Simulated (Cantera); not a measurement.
An isothermal, constant-pressure homogeneous reactor starts with 100 % N2O, at 1500 K and 0.780 atm.

Model: GRI-Mech 3.0 (53 species, 325 reactions), integrated in Cantera. GRI-Mech 3.0 was tuned for natural gas; its chemistry of N2O as a main component is partial and can be far from experiment. The temperature is held fixed by assumption; the heat of reaction is taken as removed at once.

One state of this run: x N2O = 0.684; x N2 = 0.185; x O = 6.50e-5; x NO = 0.0513; x O2 = 0.0794. x: mole fraction; the columns are a selection and need not sum to one.

**Question.** Which value of t (s) does it belong to?
(A) 0.0173
(B) 0.00628
(C) 0.000827
(D) 0.363

**Answer.** B, 0.00628
